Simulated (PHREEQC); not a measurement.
Consider water at 65 °C with 2.6 mmol/kgw K3PO4 and 0.043 mmol/kgw H2SO4. Closed to the air; pH follows from the charge balance.

The numbers come from PHREEQC with the ion-association model, phreeqc.dat.

Precipitation was switched off in this run.

Task: Predict the pH, ionic strength, specific conductance.

Result: pH 10.24; ionic strength 0.0105 mol/kgw; specific conductance 2500 µS/cm.

Task: In which forms is S present?

Result: SO4-2 94 %, KSO4- 6.0 % of the S.

Away from 25 °C the constants follow the database's enthalpies or fits; those with neither stay at their 25 °C values.
